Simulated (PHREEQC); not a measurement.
HF is added in steps, without added water, to 1 kg of water holding 2.8 mmol/kgw NiSO4, 2.8 mmol/kgw NaCl and 0.11 mmol/kgw MnSO4, at 25 °C. No oxygen is let in. No CO2 enters from the air. Solids allowed: Pyrochroite, Ni(OH)2, Ni4(OH)6SO4, Halite, Mirabilite, Morenosite. Others were left out.

Base run: PHREEQC, ion-association model, wateq4f.dat. Each further column changes one thing. The table gives HSO4- (mol/kgw).

```
HF added (mol)      base  metal-ligand complexes left out  all activity coefficients set to 1  Debye-Hückel limiting law  Davies equation for every ion
--------------  --------  -------------------------------  ----------------------------------  -------------------------  -----------------------------
0                7.39e-8                          9.24e-8                             9.78e-8                    6.87e-8                        7.29e-8
0.00058          5.34e-5                          6.10e-5                             6.43e-5                    5.02e-5                        5.24e-5
0.00116          8.80e-5                         0.000100                            0.000105                    8.30e-5                        8.65e-5
0.00174         0.000115                         0.000131                            0.000137                   0.000109                       0.000113
0.00232         0.000138                         0.000157                            0.000163                   0.000131                       0.000136
0.0029          0.000159                         0.000180                            0.000187                   0.000150                       0.000156
0.00348         0.000177                         0.000201                            0.000207                   0.000167                       0.000174
0.00406         0.000193                         0.000219                            0.000226                   0.000183                       0.000190
0.00464         0.000209                         0.000236                            0.000244                   0.000197                       0.000205
0.00522         0.000223                         0.000252                            0.000260                   0.000211                       0.000219
0.0058          0.000236                         0.000267                            0.000276                   0.000223                       0.000232
```
